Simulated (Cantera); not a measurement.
**Thermodynamics of oxide etching and cleaning by halides, feed B2O3 + HCl + N2 + HF**

A closed system holds: 1 mol B2O3, 24 mol HCl, 6.2 mol N2, 3.6 mol HF, held at 1675 K.

Equilibrium computed with Cantera from the NASA thermochemical tables; the gas is ideal and each condensed phase is pure. Candidate condensed phases: B, BN, B2O3, B3O3H3, H2O, NH4Cl; 75 gas species. The tables' values for BOCl are old estimates; treat these amounts as uncertain. Gases not in the tables: H3BO3. The numbers say what is thermodynamically allowed, not how fast it happens.

```
P (Pa)  x HCl   x N2     x Cl    x HF   x BOF     x H2   x H2O   x HBO2
------  -----  -----  -------  ------  ------  -------  ------  -------
1       0.574  0.170   0.0839  0.0514  0.0473   0.0385  0.0202  0.00681
4.20    0.616  0.173   0.0539  0.0523  0.0482   0.0256  0.0206  0.00697
18      0.643  0.175   0.0339  0.0529  0.0487   0.0164  0.0209  0.00707
75      0.660  0.176   0.0213  0.0533  0.0490   0.0105  0.0211  0.00713
320     0.671  0.177   0.0133  0.0535  0.0492  0.00658  0.0212  0.00717
1300    0.678  0.177  0.00834  0.0535  0.0492  0.00418  0.0213  0.00722
5600    0.683  0.178  0.00512  0.0530  0.0489  0.00261  0.0216  0.00733
24000   0.686  0.178  0.00313  0.0510  0.0474  0.00165  0.0226  0.00769
100000  0.690  0.179  0.00190  0.0461  0.0430  0.00108  0.0249  0.00853
```
x: gas mole fraction; nothing condenses.

From 0.00750 Torr to 750 Torr nothing is condensed.
